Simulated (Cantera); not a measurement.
A Cantera script and what it prints.

```python
import numpy as np
import cantera as ct

gas_names = """
    CL CLO CL2 Fe FeCL FeCL2 FeCL3 FeO Fe(OH)2 Fe2CL4 Fe2CL6 H HCL HOCL HO2 H2 H2O H2O2 O OH O2 O3
""".split()
cond_names = """
    Fe(a) Fe(c) Fe(d) Fe(L) FeCL2(s) FeCL2(L) FeCL3(s) FeCL3(L) FeO(s) FeO(L) Fe(OH)2(s) Fe(OH)3(s)
    Fe2O3(s) Fe3O4(s) H2O(s) H2O(L)
""".split()


def load(file, names, dense=False):
    # The tables refer to 1 bar. Condensed volumes are neglected.
    table = {s.name: s for s in ct.Species.list_from_file(file)}
    out = []
    for n in names:
        d = dict(table[n].input_data)
        d["thermo"] = dict(d["thermo"], **{"reference-pressure": 1e5})
        if dense:
            d["equation-of-state"] = {"model": "constant-volume", "density": "1e6 g/cm^3"}
        out.append(ct.Species.from_dict(d))
    return out


gas = ct.Solution(thermo="ideal-gas", species=load("nasa_gas.yaml", gas_names))
cond = {s.name: ct.Solution(thermo="fixed-stoichiometry", species=[s], name=s.name)
        for s in load("nasa_condensed.yaml", cond_names, dense=True)}
atoms = {
    'FeCl2': {'Fe': 1, 'CL': 2},
    'H2O': {'H': 2, 'O': 1},
    'H2': {'H': 2},
}
top_T = {'Fe2O3(s)': 1830, 'Fe3O4(s)': 1870}  # K; cautious upper limits of use, not melting points


def equilibrate(T, P, feed):
    n = {}
    for name, mol in feed.items():
        for a, k in atoms[name].items():
            n[a] = n.get(a, 0.0) + k * mol
    gas.TPX = T, P, n
    mass = sum(n.values()) * gas.mean_molecular_weight
    gas.equilibrate("TP")
    valid = [c for c in cond.values() if c.min_temp <= T <= top_T.get(c.name, c.max_temp)]
    mix = ct.Mixture([(gas, mass / gas.mean_molecular_weight)] + [(c, 0.0) for c in valid])
    mix.T, mix.P = T, P
    mix.equilibrate("TP", solver="vcs", rtol=1e-11, max_steps=5000)
    return mix


results = []
feed = {'FeCl2': 1, 'H2O': 8.1, 'H2': 58}  # mol
P = 8600  # Pa
for T in [1575, 1625, 1675, 1725, 1775, 1825, 1875, 1925, 1975, 2025, 2075, 2125, 2175]:
    mix = equilibrate(T, P, feed)
    results.append((T, P, feed, dict(zip(mix.species_names, mix.species_moles))))

top = {s: max(r[3][s] / sum(r[3][g] for g in gas_names) for r in results) for s in gas_names}
cols = sorted((s for s in top if top[s] > 1e-05), key=lambda s: -top[s])[:9]
seen = [c for c in cond_names if any(r[3].get(c, 0) > 1e-12 for r in results)]
print("log10 of partial pressures in bar; condensed amounts in mol")
print(f"{'T/K':>10s}" + "".join(f"{s[:9]:>10s}" for s in cols + seen))
for T, P, feed, n in results:
    ng = sum(n[g] for g in gas_names)
    print(f"{T:10.4g}" + "".join(f"{np.log10(max(n[s] / ng * P / 1e5, 1e-99)):10.3f}" for s in cols)
          + "".join(f"{n.get(c, 0):10.4g}" for c in seen))
```

It prints:

```
log10 of partial pressures in bar; condensed amounts in mol
       T/K        H2       H2O       HCL         H        Fe     FeCL2        CL        OH       FeO     Fe(c)     Fe(d)     Fe(L)
      1575    -1.136    -1.984    -2.615    -4.949    -6.165    -4.164    -6.528    -7.237    -9.279    0.9459         0         0
      1625    -1.136    -1.984    -2.617    -4.720    -5.761    -4.134    -6.304    -6.943    -8.793    0.9412         0         0
      1675    -1.136    -1.984    -2.619    -4.503    -5.382    -4.107    -6.093    -6.666    -8.336         0    0.9356         0
      1725    -1.136    -1.984    -2.621    -4.299    -5.026    -4.083    -5.895    -6.406    -7.908         0    0.9278         0
      1775    -1.136    -1.984    -2.622    -4.107    -4.691    -4.061    -5.707    -6.160    -7.504         0    0.9157         0
      1825    -1.137    -1.984    -2.624    -3.924    -4.378    -4.043    -5.530    -5.928    -7.127         0         0     0.896
      1875    -1.137    -1.985    -2.625    -3.752    -4.091    -4.034    -5.361    -5.708    -6.778         0         0    0.8634
      1925    -1.138    -1.985    -2.627    -3.589    -3.819    -4.027    -5.201    -5.499    -6.448         0         0    0.8062
      1975    -1.139    -1.986    -2.629    -3.433    -3.562    -4.020    -5.050    -5.302    -6.136         0         0    0.7078
      2025    -1.141    -1.988    -2.632    -3.286    -3.318    -4.016    -4.906    -5.114    -5.839         0         0    0.5421
      2075    -1.144    -1.991    -2.636    -3.146    -3.086    -4.013    -4.770    -4.936    -5.558         0         0    0.2695
      2125    -1.147    -1.993    -2.635    -3.014    -2.934    -4.071    -4.636    -4.766    -5.358         0         0         0
      2175    -1.149    -1.995    -2.627    -2.886    -2.925    -4.247    -4.501    -4.603    -5.303         0         0         0
```

These are equilibrium values from Cantera (NASA tables, ideal gas, pure condensed phases), not measurements of a reactor.
